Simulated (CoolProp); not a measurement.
A single-stage vapour-compression cycle with R245ca: evaporating at 326.15 K (dew point), condensing at 396.15 K (bubble point), superheat 2 K, subcooling 8 K, compressor efficiency 0.7, no pressure losses. Each further row changes one setting.

The numbers come from the reference Helmholtz-energy equation of state, Zhou 2016 in CoolProp.

```json
[
 {"case": "as stated", "cooling COP": "2.14", "pressure ratio": "5.77", "discharge temperature (K)": "396.1", "refrigerating effect (kJ/kg)": "96.3", "volumetric capacity (kJ/m³)": "1360"},
 {"case": "evaporating temperature 331.15 K", "cooling COP": "2.44", "pressure ratio": "…", "discharge temperature (K)": "396.1", "refrigerating effect (kJ/kg)": "100", "volumetric capacity (kJ/m³)": "1640"},
 {"case": "condensing temperature 391.15 K", "cooling COP": "2.45", "pressure ratio": "…", "discharge temperature (K)": "391.1", "refrigerating effect (kJ/kg)": "104", "volumetric capacity (kJ/m³)": "1470"},
 {"case": "subcooling 13 K", "cooling COP": "…", "pressure ratio": "5.77", "discharge temperature (K)": "396.1", "refrigerating effect (kJ/kg)": "104", "volumetric capacity (kJ/m³)": "1470"},
 {"case": "superheat 12 K", "cooling COP": "…", "pressure ratio": "5.77", "discharge temperature (K)": "401.5", "refrigerating effect (kJ/kg)": "…", "volumetric capacity (kJ/m³)": "1440"},
 {"case": "compressor efficiency 0.6", "cooling COP": "…", "pressure ratio": "5.77", "discharge temperature (K)": "397.5", "refrigerating effect (kJ/kg)": "96.3", "volumetric capacity (kJ/m³)": "1360"}
]
```

**Question.** Fill in the missing entries.

**Answer.** 
- evaporating temperature 331.15 K, pressure ratio: 4.95
- condensing temperature 391.15 K, pressure ratio: 5.21
- subcooling 13 K, cooling COP: 2.32
- superheat 12 K, cooling COP: 2.23
- superheat 12 K, refrigerating effect (kJ/kg): 106
- compressor efficiency 0.6, cooling COP: 1.84

The compression ends wet for: as stated; evaporating temperature 331.15 K; condensing temperature 391.15 K; subcooling 13 K.
